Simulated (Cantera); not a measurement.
An isothermal, constant-pressure homogeneous reactor starts with N2O : O2 = 1 : 0.055 (molar parts), at 1498 K and 308 Torr. Integrator tolerance rtol = 1e-08.

Cantera simulation using GRI-Mech 3.0 (53 species, 325 reactions); the numbers are that mechanism's predictions, not measurements. GRI-Mech 3.0 was tuned for natural gas; its chemistry of N2O as a main component is partial and can be far from experiment. The temperature is held fixed by assumption; the heat of reaction is taken as removed at once.

Task: What does this change do: temperature 1498 to 1575 K?

Result: 
```csv
quantity,before,after
x(N2O) at 20.0 s,5.91e-6 (gas-phase equilibrium 5.08e-8),7.85e-6 (gas-phase equilibrium 7.11e-8)
x(O2) at 20.0 s,0.288 (gas-phase equilibrium 0.356),0.280 (gas-phase equilibrium 0.356)
x(N2) at 20.0 s,0.574 (gas-phase equilibrium 0.642),0.566 (gas-phase equilibrium 0.642)
x(NO) at 20.0 s,0.137 (gas-phase equilibrium 0.00143),0.154 (gas-phase equilibrium 0.00205)
x(O) at 20.0 s,3.34e-6 (gas-phase equilibrium 3.70e-6),8.93e-6 (gas-phase equilibrium 1.00e-5)
x(NO2) at 20.0 s,0.000551 (gas-phase equilibrium 6.41e-6),0.000488 (gas-phase equilibrium 7.34e-6)
```

Task: What does this change do: temperature 1498 to 1325 K?

Result: 
```tsv
quantity	before	after
x(N2O) at 20.0 s	5.91e-6 (gas-phase equilibrium 5.08e-8)	2.05e-6 (gas-phase equilibrium 2.08e-8)
x(O2) at 20.0 s	0.288 (gas-phase equilibrium 0.356)	0.313 (gas-phase equilibrium 0.357)
x(N2) at 20.0 s	0.574 (gas-phase equilibrium 0.642)	0.600 (gas-phase equilibrium 0.643)
x(NO) at 20.0 s	0.137 (gas-phase equilibrium 0.00143)	0.0866 (gas-phase equilibrium 0.000549)
x(O) at 20.0 s	3.34e-6 (gas-phase equilibrium 3.70e-6)	2.43e-7 (gas-phase equilibrium 2.59e-7)
x(NO2) at 20.0 s	0.000551 (gas-phase equilibrium 6.41e-6)	0.000662 (gas-phase equilibrium 4.48e-6)
```
The mechanism lacks the step 2 NO + O2 → 2 NO2, which can matter for NO2 below about 1400 K.
